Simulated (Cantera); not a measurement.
Feed: 1 mol Cr, 1 mol N₂, at 625 °C and 2200 Pa.

Method: chemical equilibrium by Gibbs-energy minimisation in Cantera with the NASA 1993 tables (ideal gas, pure condensed phases). Candidate condensed phases: Cr, CrN, Cr₂N; 4 gas species. Kinetics and transport are ignored.

Base state: N₂ 1.00 (mole fractions); condensed: CrN(s).

Problem. What changes in the equilibrium state with this change: temperature from 625 °C to 2077 °C?

Solution. 
```csv
species,before,after
Cr,<1e-9,0.500
N₂,1.00,0.500
"CrN(s), mol",1.00,0
```
